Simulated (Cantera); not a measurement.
What does this Cantera script print?

```python
import numpy as np
import cantera as ct

gas = ct.Solution("gri30.yaml", transport_model="multicomponent")
show = ['C2H2', 'O', 'H2']

rows = []
print(f"{'T/K':>7s}{'rho':>11s}{'cp':>10s}{'mu':>11s}{'lambda':>11s}{'Pr':>7s}" + "".join(f"{'D_' + s:>11s}" for s in show))
for T in [400, 550, 700, 850, 1000, 1150, 1300, 1450]:
    gas.TPX = T, 150000, {'C2H6': 0.8, 'C3H8': 0.31, 'C2H4': 0.83}
    Pr = gas.cp_mass * gas.viscosity / gas.thermal_conductivity
    D = [gas.mix_diff_coeffs_mole[gas.species_index(s)] for s in show]
    rows.append([gas.density, gas.cp_mass, gas.viscosity, gas.thermal_conductivity, Pr, *D])
    print(f"{T:7g}{gas.density:11.4e}{gas.cp_mass:10.1f}{gas.viscosity:11.4e}"
          f"{gas.thermal_conductivity:11.4e}{Pr:7.3f}" + "".join(f"{d:11.4e}" for d in D))
print("SI units: kg/m3, J/kg/K, Pa s, W/m/K, m2/s")
```

It prints:

```
    T/K        rho        cp         mu     lambda     Pr     D_C2H2        D_O       D_H2
    400 1.4184e+00    2048.5 1.2435e-05 3.3675e-02  0.756 1.3311e-05 2.5676e-05 6.3643e-05
    550 1.0316e+00    2620.1 1.6462e-05 5.6918e-02  0.758 2.3955e-05 4.4946e-05 1.0981e-04
    700 8.1052e-01    3092.5 2.0035e-05 8.1751e-02  0.758 3.6897e-05 6.8090e-05 1.6507e-04
    850 6.6749e-01    3455.5 2.3271e-05 1.0614e-01  0.758 5.1898e-05 9.4751e-05 2.2863e-04
   1000 5.6737e-01    3776.0 2.6247e-05 1.3098e-01  0.757 6.8784e-05 1.2467e-04 2.9993e-04
   1150 4.9336e-01    4020.9 2.9019e-05 1.5444e-01  0.756 8.7429e-05 1.5767e-04 3.7855e-04
   1300 4.3643e-01    4226.6 3.1626e-05 1.7718e-01  0.754 1.0773e-04 1.9358e-04 4.6414e-04
   1450 3.9129e-01    4398.5 3.4098e-05 1.9905e-01  0.753 1.2962e-04 2.3229e-04 5.5641e-04
SI units: kg/m3, J/kg/K, Pa s, W/m/K, m2/s
```

Model: GRI-Mech 3.0 (53 species, 325 reactions), integrated in Cantera. The composition is frozen, though it would react at the higher temperatures.
